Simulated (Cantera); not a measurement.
An adiabatic, constant-volume homogeneous reactor starts with C₃H₈ : O₂ : N₂ = 1 : 16.1 : 60.6 (molar parts), equivalence ratio 0.31, at 1498 K and 1.00 bar.

Computed with Cantera and GRI-Mech 3.0 (53 species, 325 reactions). GRI-Mech 3.0 was tuned for natural gas; its chemistry of propane as a main component is partial and can be far from experiment.

Predict: time of steepest temperature rise; temperature at 0.500 s; equilibrium temperature; x(O₂) at 0.500 s; x(H₂O₂) at 0.500 s; x(OH) at 0.500 s.


```
Property                                                             Value
---------------------------------  ---------------------------------------
time of steepest temperature rise                                  68.0 µs
temperature at 0.500 s                                              2307 K
equilibrium temperature                                             2307 K
x(O₂) at 0.500 s                       0.133 (gas-phase equilibrium 0.133)
x(H₂O₂) at 0.500 s                 9.92e-8 (gas-phase equilibrium 9.92e-8)
x(OH) at 0.500 s                   0.00418 (gas-phase equilibrium 0.00418)
```
